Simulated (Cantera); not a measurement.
An adiabatic, constant-pressure homogeneous reactor starts with CH₄ : C₂H₆ : C₃H₈ : O₂ : N₂ : H₂ = 1 : 0.081 : 0.071 : 2.4 : 9.02 : 0.2 (molar parts), at 1250 K and 0.600 bar.

Model: GRI-Mech 3.0 (53 species, 325 reactions), integrated in Cantera.

One state of this run: T (K) = 2633; x CH₄ = <1e-12; x C₂H₆ = <1e-12; x C₃H₈ = <1e-12; x HO₂ = 2.31e-6; x OH = 0.0156; x CH₂ = <1e-12; x NO = 0.00104. x: mole fraction; the columns are a selection and need not sum to one.

**Question.** Which value of t (s) does it belong to?
A. 7.32e-6
B. 0.00155
C. 0.00378
D. 4.36e-5

**Answer.** C, 0.00378
